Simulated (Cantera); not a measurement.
Input (Python, Cantera) and output of one run.

```python
import numpy as np
import cantera as ct

gas_names = """
    H HNO HNO2 HNO3 HO2 H2 H2O H2O2 N NH NH2 NH3 NH2OH NO NO2 NO3 N2 N2H2 N2H4 N2O O OH O2 O3 Si SiH
    SiH2 SiH3 SiH4 SiN SiO SiO2 Si2 Si2N Si3
""".split()
cond_names = """
    H2O(s) H2O(L) Si(cr) Si(L) SiO2(Lqz) SiO2(hqz) SiO2(L) Si2N2O(s) Si3N4(a)
""".split()


def load(file, names, dense=False):
    # The tables refer to 1 bar. Condensed volumes are neglected.
    table = {s.name: s for s in ct.Species.list_from_file(file)}
    out = []
    for n in names:
        d = dict(table[n].input_data)
        d["thermo"] = dict(d["thermo"], **{"reference-pressure": 1e5})
        if dense:
            d["equation-of-state"] = {"model": "constant-volume", "density": "1e6 g/cm^3"}
        out.append(ct.Species.from_dict(d))
    return out


gas = ct.Solution(thermo="ideal-gas", species=load("nasa_gas.yaml", gas_names))
cond = {s.name: ct.Solution(thermo="fixed-stoichiometry", species=[s], name=s.name)
        for s in load("nasa_condensed.yaml", cond_names, dense=True)}
atoms = {
    'Si2H6': {'Si': 2, 'H': 6},
    'O3': {'O': 3},
    'N2': {'N': 2},
}
top_T = {'Si2N2O(s)': 2100, 'Si3N4(a)': 2400}  # K; cautious upper limits of use, not melting points


def equilibrate(T, P, feed):
    n = {}
    for name, mol in feed.items():
        for a, k in atoms[name].items():
            n[a] = n.get(a, 0.0) + k * mol
    gas.TPX = T, P, n
    mass = sum(n.values()) * gas.mean_molecular_weight
    gas.equilibrate("TP")
    valid = [c for c in cond.values() if c.min_temp <= T <= top_T.get(c.name, c.max_temp)]
    mix = ct.Mixture([(gas, mass / gas.mean_molecular_weight)] + [(c, 0.0) for c in valid])
    mix.T, mix.P = T, P
    mix.equilibrate("TP", solver="vcs", rtol=1e-11, max_steps=5000)
    return mix


results = []
T = 698  # K
P = 1333.22  # Pa
for m in [0.42, 0.61, 0.79, 0.97, 1.2, 1.3, 1.5, 1.7]:
    feed = {'Si2H6': 1, 'O3': m, 'N2': 7.5}  # mol
    mix = equilibrate(T, P, feed)
    results.append((T, P, feed, dict(zip(mix.species_names, mix.species_moles))))
    x = sorted(zip(gas.X, gas.species_names), reverse=True)
    print(f"T = {T:g} K  P = {P:g} Pa  n(O3) = {m:g} mol  gas = {mix.phase_moles(0):.4g} mol")
    print("   x: " + "  ".join(f"{s} {v:.3e}" for v, s in x if v > 1e-06))
    print("   condensed (mol): " + ("  ".join(f"{mix.phase(i).name} {mix.phase_moles(i):.4g}"
          for i in range(1, mix.n_phases) if mix.phase_moles(i) > 1e-12) or "none"))
```

Output:

```
T = 698 K  P = 1333.22 Pa  n(O3) = 0.42 mol  gas = 9.586 mol
   x: N2 6.871e-01  H2 3.129e-01  NH3 1.860e-05  H2O 1.007e-06
   condensed (mol): SiO2(Lqz) 0.1733  Si2N2O(s) 0.9133
T = 698 K  P = 1333.22 Pa  n(O3) = 0.61 mol  gas = 9.776 mol
   x: N2 6.932e-01  H2 3.068e-01  NH3 1.814e-05
   condensed (mol): SiO2(Lqz) 0.5533  Si2N2O(s) 0.7233
T = 698 K  P = 1333.22 Pa  n(O3) = 0.79 mol  gas = 9.956 mol
   x: N2 6.987e-01  H2 3.013e-01  NH3 1.772e-05
   condensed (mol): SiO2(Lqz) 0.9133  Si2N2O(s) 0.5433
T = 698 K  P = 1333.22 Pa  n(O3) = 0.97 mol  gas = 10.14 mol
   x: N2 7.040e-01  H2 2.959e-01  NH3 1.732e-05
   condensed (mol): SiO2(Lqz) 1.273  Si2N2O(s) 0.3633
T = 698 K  P = 1333.22 Pa  n(O3) = 1.2 mol  gas = 10.37 mol
   x: N2 7.106e-01  H2 2.894e-01  NH3 1.682e-05
   condensed (mol): SiO2(Lqz) 1.733  Si2N2O(s) 0.1333
T = 698 K  P = 1333.22 Pa  n(O3) = 1.3 mol  gas = 10.47 mol
   x: N2 7.134e-01  H2 2.866e-01  NH3 1.661e-05
   condensed (mol): SiO2(Lqz) 1.933  Si2N2O(s) 0.03334
T = 698 K  P = 1333.22 Pa  n(O3) = 1.5 mol  gas = 10.5 mol
   x: N2 7.143e-01  H2 2.381e-01  H2O 4.762e-02  NH3 1.259e-05
   condensed (mol): SiO2(Lqz) 2
T = 698 K  P = 1333.22 Pa  n(O3) = 1.7 mol  gas = 10.5 mol
   x: N2 7.143e-01  H2 1.809e-01  H2O 1.048e-01  NH3 8.339e-06
   condensed (mol): SiO2(Lqz) 2
```

Method: chemical equilibrium by Gibbs-energy minimisation in Cantera with the NASA 1993 tables (ideal gas, pure condensed phases). The feed counts by its element totals alone. N2 is the only nitrogen source here; it is nearly inert below about 1500 K, so the nitride shown seldom forms there in practice.
